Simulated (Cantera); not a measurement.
Input (Python, Cantera) and output of one run.

```python
import numpy as np
import cantera as ct

gas_names = [...]  # 110 gases of nasa_gas.yaml made of C, F, H
cond_names = """
    C(gr) C6H6(L) C7H8(L) C8H18(L),n-octa
""".split()


# ... load() reads the species with a 1 bar reference pressure and builds the phases ...
atoms = {
    'CF4': {'C': 1, 'F': 4},
    'H2': {'H': 2},
}
top_T = {'C(gr)': 4500}  # K; cautious upper limits of use, not melting points


# ... equilibrate(T, P, feed) seeds the gas with the atoms and calls Mixture.equilibrate('TP', solver="vcs", rtol=1e-11, max_steps=5000) ...
results = []
feed = {'CF4': 1, 'H2': 0.039}  # mol
P = 500  # Pa
for T in [3000, 3250, 3500, 3750, 4000, 4250, 4500, 4750, 5000]:
    mix = equilibrate(T, P, feed)
    results.append((T, P, feed, dict(zip(mix.species_names, mix.species_moles))))

top = {s: max(r[3][s] / sum(r[3][g] for g in gas_names) for r in results) for s in gas_names}
cols = sorted((s for s in top if top[s] > 0.001), key=lambda s: -top[s])[:8]
seen = [c for c in cond_names if any(r[3].get(c, 0) > 1e-12 for r in results)]
print("log10 of partial pressures in bar; condensed amounts in mol")
print(f"{'T/K':>10s}" + "".join(f"{s[:9]:>10s}" for s in cols + seen))
for T, P, feed, n in results:
    ng = sum(n[g] for g in gas_names)
    print(f"{T:10.4g}" + "".join(f"{np.log10(max(n[s] / ng * P / 1e5, 1e-99)):10.3f}" for s in cols)
          + "".join(f"{n.get(c, 0):10.4g}" for c in seen))
```

Result:

```
log10 of partial pressures in bar; condensed amounts in mol
       T/K         F         C        CF        C3        HF       CF2         H        C2
      3000    -2.383    -4.360    -3.385    -3.701    -4.043    -4.051    -5.471    -4.629
      3250    -2.377    -3.772    -3.537    -3.729    -4.139    -4.897    -4.776    -4.271
      3500    -2.386    -3.347    -3.761    -3.993    -4.405    -5.732    -4.347    -4.124
      3750    -2.398    -3.116    -4.099    -4.635    -4.849    -6.604    -4.183    -4.271
      4000    -2.403    -3.039    -4.515    -5.574    -5.329    -7.481    -4.136    -4.652
      4250    -2.404    -3.018    -4.926    -6.542    -5.777    -8.296    -4.122    -5.080
      4500    -2.405    -3.011    -5.304    -7.440    -6.183    -9.031    -4.118    -5.486
      4750    -2.405    -3.009    -5.647    -8.254    -6.550    -9.693    -4.116    -5.857
      5000    -2.405    -3.009    -5.957    -8.991    -6.881   -10.291    -4.115    -6.193
```

Equilibrium computed with Cantera from the NASA thermochemical tables; the gas is ideal and each condensed phase is pure.
